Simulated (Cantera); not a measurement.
# Ignition delay

Mixture: CO : H2 : O2 : N2 = 1 : 0.032 : 0.516 : 1.94 (molar parts), at 1.60 bar, adiabatic and at constant pressure. Ignition delay is the time to a rise of 400 K.

Computed with Cantera and GRI-Mech 3.0 (53 species, 325 reactions). Below about 950 K walls govern HO2 and H2O2 in real vessels. Where the delays flatten at high temperature, the 400 K rule measures the pace of heat release, not the induction time.

```csv
T0 (K),delay (ms)
875,185
950,12.4
1025,0.932
1100,0.282
1175,0.158
1250,0.111
1325,0.0874
1400,0.0742
1475,0.0663
```
